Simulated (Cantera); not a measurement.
Cantera run:

```python
import numpy as np
import cantera as ct

gas_names = """
    C CO COS CO2 CS CS2 C2 C2O C3 C3O2 C4 C5 Fe FeC5O5 FeO O O2 O3 S SO SO2 SO3 S2 S2O S8
""".split()
cond_names = """
    C(gr) Fe(a) Fe(c) Fe(d) Fe(L) FeC5O5(L) FeO(s) FeO(L) FeS(a) FeS(b) FeS(c) FeS(L) FeSO4(s) FeS2(s)
    Fe2O3(s) Fe2S3O12(s) Fe3O4(s) S(cr1) S(cr2) S(L)
""".split()


def load(file, names, dense=False):
    # The tables refer to 1 bar. Condensed volumes are neglected.
    table = {s.name: s for s in ct.Species.list_from_file(file)}
    out = []
    for n in names:
        d = dict(table[n].input_data)
        d["thermo"] = dict(d["thermo"], **{"reference-pressure": 1e5})
        if dense:
            d["equation-of-state"] = {"model": "constant-volume", "density": "1e6 g/cm^3"}
        out.append(ct.Species.from_dict(d))
    return out


gas = ct.Solution(thermo="ideal-gas", species=load("nasa_gas.yaml", gas_names))
cond = {s.name: ct.Solution(thermo="fixed-stoichiometry", species=[s], name=s.name)
        for s in load("nasa_condensed.yaml", cond_names, dense=True)}
atoms = {
    'Fe2O3': {'Fe': 2, 'O': 3},
    'SO2': {'S': 1, 'O': 2},
    'CO2': {'C': 1, 'O': 2},
}
top_T = {'C(gr)': 4500, 'FeSO4(s)': 950, 'FeS2(s)': 1010, 'Fe2O3(s)': 1830, 'Fe2S3O12(s)': 1100, 'Fe3O4(s)': 1870}  # K; cautious upper limits of use, not melting points


def equilibrate(T, P, feed):
    n = {}
    for name, mol in feed.items():
        for a, k in atoms[name].items():
            n[a] = n.get(a, 0.0) + k * mol
    gas.TPX = T, P, n
    mass = sum(n.values()) * gas.mean_molecular_weight
    gas.equilibrate("TP")
    valid = [c for c in cond.values() if c.min_temp <= T <= top_T.get(c.name, c.max_temp)]
    mix = ct.Mixture([(gas, mass / gas.mean_molecular_weight)] + [(c, 0.0) for c in valid])
    mix.T, mix.P = T, P
    mix.equilibrate("TP", solver="vcs", rtol=1e-11, max_steps=5000)
    return mix


results = []
feed = {'Fe2O3': 1, 'SO2': 3.1, 'CO2': 8.4}  # mol
P = 390000  # Pa
for T in [1350, 1400, 1450, 1500, 1550, 1600, 1650, 1700, 1750]:
    mix = equilibrate(T, P, feed)
    results.append((T, P, feed, dict(zip(mix.species_names, mix.species_moles))))

top = {s: max(r[3][s] / sum(r[3][g] for g in gas_names) for r in results) for s in gas_names}
cols = sorted((s for s in top if top[s] > 0.001), key=lambda s: -top[s])[:9]
seen = [c for c in cond_names if any(r[3].get(c, 0) > 1e-12 for r in results)]
print("log10 of partial pressures in bar; condensed amounts in mol")
print(f"{'T/K':>10s}" + "".join(f"{s[:9]:>10s}" for s in cols + seen))
for T, P, feed, n in results:
    ng = sum(n[g] for g in gas_names)
    print(f"{T:10.4g}" + "".join(f"{np.log10(max(n[s] / ng * P / 1e5, 1e-99)):10.3f}" for s in cols)
          + "".join(f"{n.get(c, 0):10.4g}" for c in seen))
```

It prints:

```
log10 of partial pressures in bar; condensed amounts in mol
       T/K       CO2       SO2        O2       SO3  Fe2O3(s)  Fe3O4(s)
      1350     0.455     0.021    -4.084    -3.077    0.9923  0.005151
      1400     0.455     0.021    -3.437    -2.887    0.9834   0.01108
      1450     0.454     0.021    -2.836    -2.710    0.9584   0.02772
      1500     0.454     0.020    -2.275    -2.545    0.8824   0.07837
      1550     0.453     0.018    -1.751    -2.392    0.6508    0.2328
      1600     0.449     0.013    -1.275    -2.259         0    0.6667
      1650     0.449     0.014    -1.270    -2.350         0    0.6667
      1700     0.448     0.014    -1.265    -2.435         0    0.6667
      1750     0.448     0.014    -1.260    -2.516         0    0.6667
```

These are equilibrium values from Cantera (NASA tables, ideal gas, pure condensed phases), not measurements of a reactor. Mutual solubility and eutectic melting of coexisting phases are not modelled.
